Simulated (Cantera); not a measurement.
A closed system holds: 1 mol CS2, 0.33 mol H2O, equilibrated at 625 °C and 7.50 Torr.

These are equilibrium values from Cantera (NASA tables, ideal gas, pure condensed phases), not measurements of a reactor. Candidate condensed phases: C, C6H6, C7H8, C8H18, H2O, H2SO4, S; 123 gas species. Gases not in the tables: S3 to S7. Rates play no part.

What is the equilibrium state?


```json
{
  "x(CS2)": "0.463",
  "x(H2S)": "0.211",
  "x(CO)": "0.155",
  "x(S2)": "0.0854",
  "x(COS)": "0.0670",
  "x(H2)": "0.0156",
  "x(CO2)": "0.00232",
  "x(H2O)": "0.000100",
  "x(SH)": "1.08e-5",
  "gas_amount": "1.454 mol",
  "log10 activity of C(graphite) (absent)": "-0.21",
  "log10 activity of S(l) (absent)": "-1.59",
  "log10 activity of H2SO4(l) (absent)": "-33.75"
}
```
